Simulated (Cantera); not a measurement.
Feed: 1 mol C3H6, 3.2 mol H2, 5.6 mol N2, 0.012 mol NH3, held at 1.50 bar.

These are equilibrium values from Cantera (NASA tables, ideal gas, pure condensed phases), not measurements of a reactor. Candidate condensed phases: C, C6H6, C7H8, C8H18; 92 gas species. Equilibrium is a limit: real reactors are often held back by kinetics, nucleation or transport.

Question: What share of the C ends up in condensed phases as a function of T (K), at 1350, 1450, 1550, 1650, 1750, 1850, 1950, 2050?

Answer: 
```tsv
T (K)	C condensed (%)	as
1350	99.0	C(graphite)
1450	99.3	C(graphite)
1550	99.4	C(graphite)
1650	99.2	C(graphite)
1750	98.8	C(graphite)
1850	98.2	C(graphite)
1950	97.2	C(graphite)
2050	95.8	C(graphite)
```
